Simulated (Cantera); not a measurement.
Low-pressure radical oxidation in H2/O2

A perfectly stirred reactor is fed with H2 : O2 : N2 = 0.44 : 1 : 1.5 (molar parts), equivalence ratio 0.22, at 0.0330 bar; it is held at 925 K, and followed from long to short residence time.

Detailed kinetics in Cantera: GRI-Mech 3.0 (53 species, 325 reactions). Radical loss at walls, strong at low pressure, is not modelled. Below about 950 K walls govern HO2 and H2O2 in real vessels. The temperature is held fixed by assumption; the heat of reaction is taken as removed at once.

```tsv
τ (s)	x H2	x O2	x H2O2	x O	x NO	x NO2
12	0.000429	0.287	3.06e-7	5.70e-5	4.30e-9	4.62e-11
2.6	0.00108	0.287	4.14e-7	0.000152	8.51e-9	3.73e-11
0.56	0.00257	0.287	5.00e-7	0.000383	2.01e-8	3.04e-11
0.12	0.00592	0.288	5.71e-7	0.000919	4.66e-8	2.15e-11
0.027	0.0130	0.290	6.02e-7	0.00205	9.68e-8	1.35e-11
0.0060	0.0284	0.294	5.44e-7	0.00428	1.60e-7	7.31e-12
0.0013	0.0633	0.305	3.86e-7	0.00647	1.08e-7	2.32e-12
```
x: mole fraction; the columns are a selection and need not sum to one.
